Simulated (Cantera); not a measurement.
A Cantera script and what it prints.

```python
import numpy as np
import cantera as ct

gas_names = [...]  # 151 gases of nasa_gas.yaml made of C, H, N, O, Si
cond_names = """
    C(gr) C6H6(L) C7H8(L) C8H18(L),n-octa H2O(s) H2O(L) Si(cr) Si(L) SiC(b) SiO2(Lqz) SiO2(hqz) SiO2(L)
    Si2N2O(s) Si3N4(a)
""".split()


# ... load() reads the species with a 1 bar reference pressure and builds the phases ...
atoms = {
    'SiC': {'Si': 1, 'C': 1},
    'CO2': {'C': 1, 'O': 2},
    'H2': {'H': 2},
    'N2O': {'N': 2, 'O': 1},
}
top_T = {'C(gr)': 4500, 'SiC(b)': 3050, 'Si2N2O(s)': 2100, 'Si3N4(a)': 2400}  # K; cautious upper limits of use, not melting points


# ... equilibrate(T, P, feed) seeds the gas with the atoms and calls Mixture.equilibrate('TP', solver="vcs", rtol=1e-11, max_steps=5000) ...
results = []
feed = {'SiC': 1, 'CO2': 0.27, 'H2': 69, 'N2O': 3.4}  # mol
P = 13332.2  # Pa
for T in [1250, 1325, 1400, 1475, 1550, 1625, 1700, 1775, 1850, 1925, 2000, 2075]:
    mix = equilibrate(T, P, feed)
    results.append((T, P, feed, dict(zip(mix.species_names, mix.species_moles))))

top = {s: max(r[3][s] / sum(r[3][g] for g in gas_names) for r in results) for s in gas_names}
cols = sorted((s for s in top if top[s] > 1e-06), key=lambda s: -top[s])[:8]
seen = [c for c in cond_names if any(r[3].get(c, 0) > 1e-12 for r in results)]
print("log10 of partial pressures in bar; condensed amounts in mol")
print(f"{'T/K':>10s}" + "".join(f"{s[:9]:>10s}" for s in cols + seen))
for T, P, feed, n in results:
    ng = sum(n[g] for g in gas_names)
    print(f"{T:10.4g}" + "".join(f"{np.log10(max(n[s] / ng * P / 1e5, 1e-99)):10.3f}" for s in cols)
          + "".join(f"{n.get(c, 0):10.4g}" for c in seen))
```

Output:

```
log10 of partial pressures in bar; condensed amounts in mol
       T/K        H2        N2       H2O        CO       SiO         H       CO2        OH SiO2(hqz)   SiO2(L)
      1250    -0.908    -2.211    -2.921    -2.641   -10.541    -6.770    -4.849   -10.770         1         0
      1325    -0.908    -2.211    -2.921    -2.641    -9.251    -6.240    -4.924   -10.089         1         0
      1400    -0.908    -2.211    -2.920    -2.641    -8.102    -5.767    -4.989    -9.481         1         0
      1475    -0.908    -2.211    -2.920    -2.640    -7.074    -5.341    -5.047    -8.934         1         0
      1550    -0.908    -2.211    -2.919    -2.640    -6.148    -4.956    -5.098    -8.440    0.9996         0
      1625    -0.908    -2.211    -2.917    -2.640    -5.311    -4.605    -5.142    -7.990    0.9973         0
      1700    -0.908    -2.211    -2.909    -2.640    -4.558    -4.286    -5.175    -7.573         0    0.9847
      1775    -0.909    -2.211    -2.877    -2.640    -3.906    -3.993    -5.179    -7.166         0    0.9313
      1850    -0.911    -2.213    -2.789    -2.642    -3.370    -3.724    -5.123    -6.733         0    0.7633
      1925    -0.917    -2.215    -2.637    -2.645    -2.952    -3.478    -4.999    -6.261         0    0.3766
      2000    -0.922    -2.218    -2.528    -2.648    -2.749    -3.250    -4.915    -5.857         0         0
      2075    -0.923    -2.218    -2.529    -2.648    -2.750    -3.036    -4.940    -5.585         0         0
```

Equilibrium computed with Cantera from the NASA thermochemical tables; the gas is ideal and each condensed phase is pure. The tables hold silica as quartz up to 1696 K and as liquid above; real silica turns to tridymite and cristobalite and melts near 1996 K.
